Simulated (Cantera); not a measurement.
Charge: 1 mol c-C4F8, 0.046 mol CH4, 0.46 mol H2, held at 2148.15 K and 1.60 Pa.

Cantera equilibrium calculation (NASA polynomials, part measured and part estimated; ideal gas, pure solids and liquids). Candidate condensed phases: C, C6H6, C7H8, C8H18; 95 gas species. The feed counts by its element totals alone. The numbers say what is thermodynamically allowed, not how fast it happens.

Base state: F 0.830, HF 0.141, CF2 0.0217, CF 0.00759, H 0.000133, C3 5.15e-5, C 3.71e-5, CF3 1.44e-5 (mole fractions); condensed: C(graphite).

Task: What changes in the equilibrium state with this change: H2 from 0.46 to 0.066 mol?

Result: 
```tsv
species	before	after
F	0.830	0.924
HF	0.141	0.0405
CF2	0.0217	0.0269
H	0.000133	3.43e-5
CF3	1.44e-5	2.00e-5
CF	0.00759	0.00845
C(graphite), mol	3.82	3.77
```
